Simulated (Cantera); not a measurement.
An adiabatic, constant-volume homogeneous reactor starts with 5.75 % CH4, 4.60 % CO, 13.8 % O2, 75.9 % N2, at 1150 K and 9.87 atm.

Cantera simulation using GRI-Mech 3.0 (53 species, 325 reactions); the numbers are that mechanism's predictions, not measurements.

**Question.** Predict: time of steepest temperature rise; temperature at 5.00 s; equilibrium temperature; x(CO) at 5.00 s; x(O2) at 5.00 s.

**Answer.** 
```
Quantity                                                            Result
---------------------------------  ---------------------------------------
time of steepest temperature rise                                  22.4 ms
temperature at 5.00 s                                               2756 K
equilibrium temperature                                             2756 K
x(CO) at 5.00 s                      0.0229 (gas-phase equilibrium 0.0229)
x(O2) at 5.00 s                    0.00846 (gas-phase equilibrium 0.00846)
```
